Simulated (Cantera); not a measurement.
Equilibrium for iron carbonyl, mercury and lead vapours: Pb + O2 + H2

Feed: 1 mol Pb, a varied amount of O2, 0.11 mol H2, equilibrated at 0.0100 bar.

These are equilibrium values from Cantera (NASA tables, ideal gas, pure condensed phases), not measurements of a reactor. Candidate condensed phases: H2O, Pb, PbO, PbO2, Pb3O4; 12 gas species. Each liquid is taken as pure. Mutual solubility and eutectic melting of coexisting phases are not modelled. Rates play no part.

Map the stable condensed phases over T = 550, 625, 700, 775, 850, 925, 1000, 1075, 1150, 1225, 1300, 1375 K and n(O2) in mol = 0.024, 0.038, 0.06, 0.096, 0.15, 0.25, 0.4, 0.63, 1.


```
T in K \ n(O2) in mol
         0.024 0.038  0.06 0.096  0.15  0.25   0.4  0.63     1
   1375      A     A     A     A     B     B     C     C     C
   1300      A     A     B     B     B     B     B     C     C
   1225      A     A     B     B     B     B     B     C     C
   1150      A     A     B     B     B     B     B     C     C
   1075      A     A     B     B     B     B     B     C     C
   1000      A     A     B     B     B     B     B     C     C
    925      A     A     B     B     B     B     B     C     C
    850      A     A     B     B     B     B     B     C     C
    775      A     A     B     B     B     B     B     C     C
    700      A     A     B     B     B     B     B     C     C
    625      A     A     B     B     B     B     B     C     C
    550      A     A     B     B     B     B     B     C     D
```
A: Pb; B: Pb + PbO; C: PbO; D: Pb3O4.
